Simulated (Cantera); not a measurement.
Fluorocarbon and chlorocarbon gases: C2F6 + F2 + H2

Charge: 1 mol C2F6, 1.1 mol F2, 0.41 mol H2, equilibrated at 22.0 Pa.

Method: chemical equilibrium by Gibbs-energy minimisation in Cantera with the NASA 1993 tables (ideal gas, pure condensed phases). Candidate condensed phases: C, C6H6, C7H8, C8H18; 95 gas species. The feed counts by its element totals alone. Gases not in the tables: C2F6 and larger saturated fluorocarbons. Kinetics and transport are ignored.

At 1750 K the condensed part is C(graphite). At 1950 K nothing is condensed. From 2150 K to 2550 K the condensed part is C(graphite). From 2750 K to 3350 K nothing is condensed. The main C-bearing gas is CF4 at 1750 K and C at 3350 K.

```json
[
 {"T (K)": "1750", "x F": "0.0364", "x CF4": "0.616", "x HF": "0.291", "x CF2": "0.0549", "x C": "2.92e-10", "x H": "2.53e-7", "x C3": "1.08e-10", "x CF": "4.08e-5", "x C2": "8.86e-12", "n C(graphite)": "0.102"},
 {"T (K)": "1950", "x F": "0.297", "x CF4": "0.270", "x HF": "0.204", "x CF2": "0.222", "x C": "3.45e-8", "x H": "1.37e-6", "x C3": "1.52e-8", "x CF": "0.000805", "x C2": "1.69e-9", "n C(graphite)": "0"},
 {"T (K)": "2150", "x F": "0.672", "x CF4": "0.00652", "x HF": "0.121", "x CF2": "0.192", "x C": "2.79e-6", "x H": "1.06e-5", "x C3": "3.89e-6", "x CF": "0.00620", "x C2": "3.37e-7", "n C(graphite)": "0.607"},
 {"T (K)": "2350", "x F": "0.826", "x CF4": "3.54e-5", "x HF": "0.105", "x CF2": "0.0520", "x C": "8.43e-5", "x H": "0.000124", "x C3": "0.000188", "x CF": "0.0165", "x C2": "1.68e-5", "n C(graphite)": "1.46"},
 {"T (K)": "2550", "x F": "0.848", "x CF4": "2.40e-7", "x HF": "0.0992", "x CF2": "0.0128", "x C": "0.00148", "x H": "0.00123", "x C3": "0.00484", "x CF": "0.0322", "x C2": "0.000450", "n C(graphite)": "1.49"},
 {"T (K)": "2750", "x F": "0.789", "x CF4": "2.01e-9", "x HF": "0.0838", "x CF2": "0.00274", "x C": "0.0149", "x H": "0.00853", "x C3": "0.0500", "x CF": "0.0448", "x C2": "0.00557", "n C(graphite)": "0"},
 {"T (K)": "2950", "x F": "0.786", "x CF4": "1.87e-11", "x HF": "0.0545", "x CF2": "0.000375", "x C": "0.0504", "x H": "0.0325", "x C3": "0.0369", "x CF": "0.0290", "x C2": "0.0105", "n C(graphite)": "0"},
 {"T (K)": "3150", "x F": "0.764", "x CF4": "<1e-12", "x HF": "0.0207", "x CF2": "4.94e-5", "x C": "0.116", "x H": "0.0593", "x C3": "0.0139", "x CF": "0.0153", "x C2": "0.0113", "n C(graphite)": "0"},
 {"T (K)": "3350", "x F": "0.748", "x CF4": "<1e-12", "x HF": "0.00613", "x CF2": "5.67e-6", "x C": "0.163", "x H": "0.0698", "x C3": "0.00183", "x CF": "0.00592", "x C2": "0.00555", "n C(graphite)": "0"}
]
```
x: gas mole fraction; n: condensed amount in mol.
